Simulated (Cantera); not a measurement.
A perfectly stirred reactor is fed with 47.4 % CH4, 45.5 % CO2, 7.11 % H2, at 0.464 atm; it is held at 2050 K, and followed from long to short residence time.

Detailed kinetics in Cantera: GRI-Mech 3.0 (53 species, 325 reactions).

x: mole fraction; the columns are a selection and need not sum to one.

| τ (s) | x CH4 | x CO2 | x H2 | x CH3 | x C2H | x HO2 |
|---|---|---|---|---|---|---|
| 0.51 | 0.00385 | 0.00537 | 0.492 | [?] | 1.93e-6 | <1e-12 |
| 0.23 | 0.00561 | 0.00835 | 0.477 | [?] | 2.69e-6 | 1.90e-12 |
| 0.10 | 0.00826 | 0.0131 | 0.455 | [?] | 3.81e-6 | 4.32e-12 |
| 0.046 | 0.0118 | 0.0198 | 0.428 | [?] | 5.21e-6 | 8.78e-12 |
| 0.020 | 0.0174 | 0.0309 | 0.393 | [?] | 7.07e-6 | 1.74e-11 |
| 0.0092 | 0.0252 | 0.0475 | 0.358 | [?] | 8.89e-6 | 2.96e-11 |
| 0.0041 | 0.0384 | 0.0765 | 0.326 | [?] | 1.03e-5 | 4.44e-11 |
| 0.0018 | 0.0622 | 0.126 | 0.308 | [?] | 1.05e-5 | 5.52e-11 |

Task: What belongs in the gaps?

Result: 
- 0.51, x CH3: 0.000347
- 0.23, x CH3: 0.000507
- 0.10, x CH3: 0.000749
- 0.046, x CH3: 0.00107
- 0.020, x CH3: 0.00157
- 0.0092, x CH3: 0.00225
- 0.0041, x CH3: 0.00327
- 0.0018, x CH3: 0.00483
